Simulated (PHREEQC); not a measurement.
Dissolve 0.02 mol NaOH, 0.00018 mol Na2SiO3 and 0.15 mol K3PO4 per kg of water at 25 °C and 10 atm. Closed to the air; pH follows from the charge balance.

Equilibrium calculation in PHREEQC: ion-association model, phreeqc.dat.

```json
[
 {"quantity": "pH", "before": "12.28", "after": "11.98"},
 {"quantity": "ionic strength (mol/kgw)", "before": "0.893", "after": "0.164"},
 {"quantity": "PO4-3 (mol/kgw)", "before": "0.138", "after": "0.0205"},
 {"quantity": "HPO4-2 (mol/kgw)", "before": "0.0106", "after": "0.00899"},
 {"quantity": "KHPO4- (mol/kgw)", "before": "0.00149", "after": "0.000477"},
 {"quantity": "NaHPO4- (mol/kgw)", "before": "7.86e-5", "after": "2.23e-5"}
]
```

### Question
Name the change that produced these shifts.
A. temperature from 25 to 35 °C
B. NaOH from 0.02 to 0.002 mol/kgw
C. Na2SiO3 left out
D. diluted 5-fold with water

### Answer
D, diluted 5-fold with water

Precipitation was switched off in this run. The ionic strength passes 0.7 mol/kgw, the rough limit of the ion-association models, in before.
